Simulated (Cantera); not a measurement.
A closed system holds: 1 mol CHF₃, 0.65 mol F₂, equilibrated at 2275 °C.

Method: chemical equilibrium by Gibbs-energy minimisation in Cantera with the NASA 1993 tables (ideal gas, pure condensed phases). Candidate condensed phases: C, C₆H₆, C₇H₈, C₈H₁₈; 95 gas species. The tables' values for C₂F₄ are old estimates; treat these amounts as uncertain. Gases not in the tables: C₂F₆ and larger saturated fluorocarbons. Rates play no part.

x: gas mole fraction; n: condensed amount in mol.

| P (Pa) | x F | x HF | x CF₄ | x CF₂ | x H | x C₃ | x CF | x C | x CF₃ | n C(graphite) |
|---|---|---|---|---|---|---|---|---|---|---|
| 1 | 0.698 | 0.153 | 8.39e-12 | 0.000308 | 0.0496 | 0.0483 | 0.0204 | 0.0247 | 4.31e-9 | 0 |
| 10 | 0.725 | (withheld) | (withheld) | (withheld) | (withheld) | (withheld) | 0.0274 | (withheld) | (withheld) | 0.702 |
| 100 | 0.692 | 0.240 | 1.05e-5 | 0.0391 | 0.000786 | 0.00104 | 0.0261 | 0.000319 | 5.43e-5 | 0.714 |
| 1000 | 0.495 | 0.282 | 0.00273 | 0.200 | 0.000129 | 0.000104 | 0.0187 | 3.19e-5 | 0.00198 | 0.206 |
| 10000 | (withheld) | (withheld) | (withheld) | (withheld) | (withheld) | (withheld) | (withheld) | (withheld) | (withheld) | 0 |
| 100000 | 0.0521 | 0.474 | 0.273 | 0.180 | 2.06e-5 | 5.51e-7 | 0.00160 | 2.58e-7 | 0.0188 | 0 |

### Question
Complete the blanks.

### Answer

- 10000, x F: 0.268
- 10000, x HF: 0.366
- 10000, x CF₄: 0.0997
- 10000, x CF₂: 0.249
- 10000, x H: 3.10e-5
- 10000, x C₃: 7.95e-7
- 10000, x CF: 0.00430
- 10000, x C: 1.35e-6
- 10000, x CF₃: 0.0134
- 10, x HF: 0.222
- 10, x CF₄: 1.26e-8
- 10, x CF₂: 0.00430
- 10, x H: 0.00692
- 10, x C₃: 0.0104
- 10, x C: 0.00319
- 10, x CF₃: 6.25e-7
